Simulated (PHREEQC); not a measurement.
Make-up at 25 °C: 0.012 mol/kgw FeCl3, 0.00026 mol/kgw MgSO4 and 0.00075 mol/kgw H2SO4. Closed to the air; pH follows from the charge balance.

All values are PHREEQC results (ion-association model, wateq4f.dat), not measurements.

The ionic strength comes out as 0.0589 mol/kgw. What activity coefficients do FeCl+2, Fe2(OH)2+4, Fe(SO4)2-, H+, Fe(OH)2+ get?

FeCl+2 0.44, Fe2(OH)2+4 0.035, Fe(SO4)2- 0.81, H+ 0.85, Fe(OH)2+ 0.82.

This is a speciation only: nothing precipitates in the calculation. The solution is supersaturated, for example in Hematite (slow to form), Goethite (slow to form), so a real one may precipitate; this is no full list.
